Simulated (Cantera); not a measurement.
An adiabatic, constant-pressure homogeneous reactor starts with H2 : O2 : N2 = 1 : 1.56 : 5.88 (molar parts), at 1600 K and 5.00 bar. Integrator tolerance rtol = 1e-08.

Computed with Cantera and the H2/O2 subset of GRI-Mech 3.0, which has no nitrogen chemistry. The hydrogen kinetics of GRI-Mech 3.0 are dated; newer H2 mechanisms differ, most at raised pressure.

Problem. How do the results move with these cheaper or finer settings: full GRI-Mech 3.0 in place of its H2/O2 subset; rtol 1e-08 to 0.001?

Solution. 
| setting | time of steepest temperature rise | temperature at 4.00 s | equilibrium temperature | x(H2) at 4.00 s | integrator steps |
|---|---|---|---|---|---|
| as above | 2.44 µs | 2386 K | 2386 K | 0.000504 | 1040 |
| full GRI-Mech 3.0 in place of its H2/O2 subset | 2.45 µs | 2359 K | 2359 K | 0.000450 | 1221 |
| rtol 1e-08 to 0.001 | 2.45 µs | 2386 K | 2386 K | 0.000504 | 239 |
